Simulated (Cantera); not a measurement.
Feed: 1 mol SiC, 0.0034 mol H2O, 24 mol H2, held at 1127 °C and 1.80e-5 bar.

Method: chemical equilibrium by Gibbs-energy minimisation in Cantera with the NASA 1993 tables (ideal gas, pure condensed phases). Candidate condensed phases: C, C6H6, C7H8, C8H18, H2O, Si, SiC, SiO2; 123 gas species. Kinetics and transport are ignored.

Base state: H2 0.999, H 0.00115, CO 7.38e-5, SiO 6.77e-5 (mole fractions); condensed: SiC(s).

Q: What changes in the equilibrium state with this change: temperature from 1127 °C to 1777 °C?

A: 
```
species            before     after
----------------  -------  --------
H2                  0.999     0.565
H                 0.00115     0.402
Si                5.94e-6    0.0301
SiC2                <1e-9   0.00156
C2H2 (acetylene)  3.43e-9  0.000600
Si2C              3.88e-9  0.000108
SiC(s), mol         0.998         0
C(graphite), mol        0     0.856
```

Q: What changes in the equilibrium state with this change: temperature from 1127 °C to 1150 °C?

A: 
| species | before | after |
|---|---|---|
| H2 | 0.999 | 0.998 |
| H | 0.00115 | 0.00157 |
| CO | 7.38e-5 | 7.65e-5 |
| Si | 5.94e-6 | 1.12e-5 |
| SiO | 6.77e-5 | 6.50e-5 |
| SiC(s), mol | 0.998 | 0.998 |
